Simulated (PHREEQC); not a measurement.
Dissolve 20 mmol/kgw CdCl2, 59 mmol/kgw HCl and 2.9 mmol/kgw KOH at 85 °C. Closed to the air; pH follows from the charge balance.

The numbers come from PHREEQC with the ion-association model, phreeqc.dat.

This is a speciation only: nothing precipitates in the calculation.

Q: Order these Cl species by the share of Cl that they hold, largest first: CdCl+, Cl-, CdCl3-, CdCl2.

A: Cl- (80 %), CdCl+ (13 %), CdCl2 (5.8 %), CdCl3- (0.93 %)

Q: Order these Cd species by the share of Cd that they hold, largest first: CdCl2, CdCl+, CdCl3-, Cd+2.

A: CdCl+ (63 %), Cd+2 (21 %), CdCl2 (14 %), CdCl3- (1.5 %)

The pH is 1.34 and the ionic strength 0.0841 mol/kgw. Away from 25 °C the constants follow the database's enthalpies or fits; those with neither stay at their 25 °C values.
